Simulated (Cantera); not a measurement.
A perfectly stirred reactor is fed with CO : O2 : H2O : N2 = 0.011 : 0.047 : 0.053 : 1 (molar parts), at 190000 Pa; it is held at 1250 K, and followed from long to short residence time.

Detailed kinetics in Cantera: GRI-Mech 3.0 (53 species, 325 reactions).

Problem. Predict: x(CO) at τ = 6.20 s; x(O2) at τ = 6.20 s; x(H2O) at τ = 6.20 s; x(H2O2) at τ = 6.20 s; x(HO2) at τ = 6.20 s; x(CO) at τ = 27.0 ms; x(O2) at τ = 27.0 ms; x(H2O) at τ = 27.0 ms; x(H2O2) at τ = 27.0 ms; x(HO2) at τ = 27.0 ms.

Solution. 
```json
{
 "x(CO) at τ = 6.20 s": "2.38e-5",
 "x(O2) at τ = 6.20 s": "0.0375",
 "x(H2O) at τ = 6.20 s": "0.0479",
 "x(H2O2) at τ = 6.20 s": "1.35e-8",
 "x(HO2) at τ = 6.20 s": "1.51e-7",
 "x(CO) at τ = 27.0 ms": "0.000970",
 "x(O2) at τ = 27.0 ms": "0.0380",
 "x(H2O) at τ = 27.0 ms": "0.0479",
 "x(H2O2) at τ = 27.0 ms": "2.53e-7",
 "x(HO2) at τ = 27.0 ms": "4.57e-6"
}
```
